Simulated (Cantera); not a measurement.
A closed system holds: 1 mol Pb, 0.0013 mol H₂S, 1.1 mol N₂, held at 1700 K and 0.120 Torr.

Equilibrium computed with Cantera from the NASA thermochemical tables; the gas is ideal and each condensed phase is pure. Candidate condensed phases: Pb, PbS, S; 18 gas species. The numbers say what is thermodynamically allowed, not how fast it happens.

Base state: N₂ 0.523, Pb 0.475, PbS 0.000579, H₂ 0.000489, H 0.000258, S 3.46e-5 (mole fractions); condensed: gas only.

**Question.** What changes in the equilibrium state with this change: temperature from 1700 K to 973 K?

**Answer.** 
```csv
species,before,after
N₂,0.523,0.943
Pb,0.475,0.0547
H₂,0.000489,0.00111
H,0.000258,2.85e-9
S,3.46e-5,<1e-9
PbS,0.000579,0.00111
"Pb(l), mol",0,0.935
```
